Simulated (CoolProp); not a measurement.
Vapour pressure (MPa) of C2F6 (R116): the reference equation beside estimates from Tc = 19.9 °C, pc = 3.048 MPa, ω = 0.257. Clausius-Clapeyron is anchored at -86.15 °C with a constant enthalpy of vaporisation of 16.61 kJ/mol.

Values from CoolProp's reference Helmholtz-energy equation of state, Lemmon 2006. It is a short technical equation, of lower accuracy than the large ones.

```csv
T (°C),reference,Lee-Kesler,Clausius-Clapeyron,van der Waals,Redlich-Kwong,Soave-Redlich-Kwong
-94.95,0.03702,0.03635,0.03793,0.2860,0.07178,0.03661
-86.15,0.06429,0.06358,0.06429,0.3746,0.1159,0.06379
-77.35,0.1054,0.1049,0.1039,0.4798,0.1777,0.1050
-68.55,0.1646,0.1646,0.1612,0.6030,0.2608,0.1645
-59.85,0.2456,0.2463,0.2401,0.7436,0.3675,0.2462
-51.05,0.3551,0.3567,0.3480,0.9057,0.5039,0.3571
-42.25,0.4978,0.5005,0.4903,1.089,0.6723,0.5023
-33.45,0.6795,0.6830,0.6736,1.294,0.8762,0.6876
-24.65,0.9065,0.9105,0.9049,1.522,1.119,0.9193
-15.95,1.182,1.186,1.188,1.770,1.400,1.200
```

Absolute difference from the reference over all 10 rows, mean and median: Lee-Kesler 0.6 and 0.5 %, Clausius-Clapeyron 1.3 and 1.5 %, van der Waals 246.1 and 178.9 %, Redlich-Kwong 49.9 and 45.8 %, Soave-Redlich-Kwong 0.8 and 0.8 %.
